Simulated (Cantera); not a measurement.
An adiabatic, constant-pressure homogeneous reactor starts with C2H4 : O2 : N2 : H2O = 1 : 2.73 : 10.3 : 1.1 (molar parts), equivalence ratio 1.1, at 1498 K and 0.296 atm.

Model: GRI-Mech 3.0 (53 species, 325 reactions), integrated in Cantera. GRI-Mech 3.0 was tuned for natural gas; its chemistry of ethylene as a main component is partial and can be far from experiment.

**Question.** Predict: time of steepest temperature rise; temperature at 1.00 s; equilibrium temperature; x(O2) at 1.00 s; x(NO) at 1.00 s.

**Answer.** 
* **time of steepest temperature rise**: 100.0 µs
* **temperature at 1.00 s**: 2666 K
* **equilibrium temperature**: 2666 K
* **x(O2) at 1.00 s**: 0.0189 (gas-phase equilibrium 0.0189)
* **x(NO) at 1.00 s**: 0.00814 (gas-phase equilibrium 0.00814)
